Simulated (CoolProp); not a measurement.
R141b along the isobar 1.51 bar: Z from the reference equation and from simpler models built on Tc = 477.5 K, pc = 42.12 bar, ω = 0.220; each cubic takes its own stable root.

Computed with CoolProp (reference Helmholtz-energy equation of state, Lemmon 2006). It is a short technical equation, of lower accuracy than the large ones.

```csv
T (K),phase,reference
211.5,liquid,0.007209
224,liquid,0.006918
236.6,liquid,0.006660
249.1,liquid,0.006433
261.6,liquid,0.006233
274.1,liquid,0.006056
286.6,liquid,0.005900
299.2,liquid,0.005762
311.7,liquid,0.005644
324.2,gas,0.9535
336.7,gas,0.9601
```

**Question.** How far does each simpler model (Soave-Redlich-Kwong, Peng-Robinson) lie from the reference over these 11 states: mean and median of the absolute difference, and the worst?

**Answer.** 
- Soave-Redlich-Kwong: mean 7.7 %, median 9.0 %, worst +10.3 % at 211.5 K and 1.51 bar
- Peng-Robinson: mean 2.5 %, median 2.9 %, worst -3.6 % at 311.7 K and 1.51 bar
